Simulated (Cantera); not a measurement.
What does this Cantera script print?

```python
import numpy as np
import cantera as ct

gas = ct.Solution("gri30.yaml")
gas.TPX = 1725, 140000, {'CH4': 1, 'H2': 5.4}
reactor = ct.IdealGasConstPressureReactor(gas, energy="off", clone=False)
net = ct.ReactorNet([reactor])
net.rtol, net.atol = 1e-08, 1e-18
show = ['CH4', 'H2', 'H', 'C2H2', 'CH3', 'C2H']
times = np.geomspace(0.0006, 3, 12)

steps = ct.SolutionArray(gas, extra=["t"])
rows = []
print(f"{'t/s':>10s}{'T/K':>9s}{'P/Pa':>11s}" + "".join(f"{s:>11s}" for s in show))
for t in times:
    while net.time < t:
        t_next = net.step()
        steps.append(gas.state, t=t_next)
    rows.append([np.interp(t, steps.t, y) for y in (steps.T, steps.P, *steps(*show).X.T)])
    print(f"{t:10.3e}{rows[-1][0]:9.1f}{rows[-1][1]:11.4g}" + "".join(f"{x:11.3e}" for x in rows[-1][2:]))
rate = np.gradient(steps.T, steps.t)
print("integrator steps:", len(steps.t))
if steps.T.max() > steps.T[0] + 200:
    print(f"time of steepest temperature rise: {steps.t[rate.argmax()]:.4e} s")
gas.TPX = 1725, 140000, {'CH4': 1, 'H2': 5.4}
gas.equilibrate("TP")
print(f"equilibrium (TP): T = {gas.T:.1f} K  " + "  ".join(f"{s} {gas[s].X[0]:.3e}" for s in show))
```

Result:

```
       t/s      T/K       P/Pa        CH4         H2          H       C2H2        CH3        C2H
 6.000e-04   1725.0    1.4e+05  1.527e-01  8.454e-01  1.257e-04  5.550e-04  4.576e-04  5.177e-10
 1.301e-03   1725.0    1.4e+05  1.489e-01  8.475e-01  1.262e-04  1.979e-03  4.471e-04  1.850e-09
 2.823e-03   1725.0    1.4e+05  1.412e-01  8.519e-01  1.274e-04  5.224e-03  4.258e-04  4.901e-09
 6.123e-03   1725.0    1.4e+05  1.269e-01  8.600e-01  1.296e-04  1.128e-02  3.860e-04  1.067e-08
 1.328e-02   1725.0    1.4e+05  1.042e-01  8.729e-01  1.334e-04  2.091e-02  3.216e-04  2.005e-08
 2.881e-02   1725.0    1.4e+05  7.557e-02  8.892e-01  1.388e-04  3.300e-02  2.384e-04  3.233e-08
 6.248e-02   1725.0    1.4e+05  4.935e-02  9.040e-01  1.449e-04  4.398e-02  1.600e-04  4.422e-08
 1.355e-01   1725.0    1.4e+05  3.375e-02  9.129e-01  1.495e-04  5.049e-02  1.119e-04  5.189e-08
 2.940e-01   1725.0    1.4e+05  2.928e-02  9.154e-01  1.512e-04  5.235e-02  9.790e-05  5.424e-08
 6.376e-01   1725.0    1.4e+05  2.901e-02  9.156e-01  1.513e-04  5.246e-02  9.702e-05  5.439e-08
 1.383e+00   1725.0    1.4e+05  2.900e-02  9.156e-01  1.513e-04  5.246e-02  9.702e-05  5.439e-08
 3.000e+00   1725.0    1.4e+05  2.900e-02  9.156e-01  1.513e-04  5.246e-02  9.702e-05  5.439e-08
integrator steps: 823
equilibrium (TP): T = 1725.0 K  CH4 2.900e-02  H2 9.156e-01  H 1.513e-04  C2H2 5.246e-02  CH3 9.702e-05  C2H 5.439e-08
```

Model: GRI-Mech 3.0 (53 species, 325 reactions), integrated in Cantera. GRI-Mech 3.0 stops at C3 and has no aromatics, soot or wall deposition, so with more carbon than oxygen in the feed, carbon stays in small species such as C2H2 where larger ones or solid carbon would form.
